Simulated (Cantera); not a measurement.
An adiabatic, constant-pressure homogeneous reactor starts with 18.5 % H2, 17.1 % O2, 64.4 % N2, at 1550 K and 1.01 bar.

Detailed kinetics in Cantera: GRI-Mech 3.0 (53 species, 325 reactions).

One state of this run: T (K) = 2607; x H2 = 0.00656; x O2 = 0.0736; x NO = 0.0153; x H2O = 0.182; x O = 0.00650; x HO2 = 1.15e-5; x OH = 0.0207. x: mole fraction; the columns are a selection and need not sum to one.

### Question
Which value of t (s) does it belong to?
A. 8.13e-6
B. 3.30e-5
C. 2.00e-6
D. 10.0

### Answer
D, 10.0
